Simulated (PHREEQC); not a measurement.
Consider water at 20 °C with 0.057 mol HF, 0.098 mol H2SiF6, 0.0025 mol HBF4 and 0.18 mol HCl per kg of water. Closed to the air; pH follows from the charge balance.

All values are PHREEQC results (ion-association model, wateq4f.dat), not measurements.

This is a speciation only: nothing precipitates in the calculation.

Problem. Predict the pH.

Solution. pH 0.54.

Problem. In which forms is F present?

Solution. SiF6-2 90 %, HF 6.7 %, H2F2 2.0 %, BF4- 1.5 % of the F.

Species that the database lacks are ignored. SiF6-2 is the database's only silicon fluoride. Real BF4- forms and hydrolyses slowly; the run takes it at equilibrium.
